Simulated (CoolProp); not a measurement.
Hexamethyldisiloxane (MM) along the isobar 2790 kPa: Z from the reference equation and from simpler models built on Tc = 518.7 K, pc = 1931 kPa, ω = 0.418; each cubic takes its own stable root.

Values from CoolProp's reference Helmholtz-energy equation of state, Thol 2016.

```
T (K)          phase  reference
-----  -------------  ---------
422.8         liquid     0.2068
440.7         liquid     0.2065
458.6         liquid     0.2077
476.6         liquid     0.2110
494.5         liquid     0.2174
512.4         liquid     0.2300
530.4  supercritical     0.2618
548.3  supercritical     0.3969
566.2  supercritical     0.5407
584.1  supercritical     0.6272
602.1  supercritical     0.6884
620    supercritical     0.7349
```

Q: How far does each simpler model (van der Waals, Redlich-Kwong, Soave-Redlich-Kwong, Peng-Robinson) lie from the reference over these 12 states: mean and median of the absolute difference, and the worst?

A: 
- van der Waals: mean 34.7 %, median 40.1 %, worst +57.0 % at 422.8 K and 2790 kPa
- Redlich-Kwong: mean 13.1 %, median 14.1 %, worst +18.7 % at 512.4 K and 2790 kPa
- Soave-Redlich-Kwong: mean 9.3 %, median 8.5 %, worst +21.4 % at 530.4 K and 2790 kPa
- Peng-Robinson: mean 3.4 %, median 2.5 %, worst +10.8 % at 530.4 K and 2790 kPa
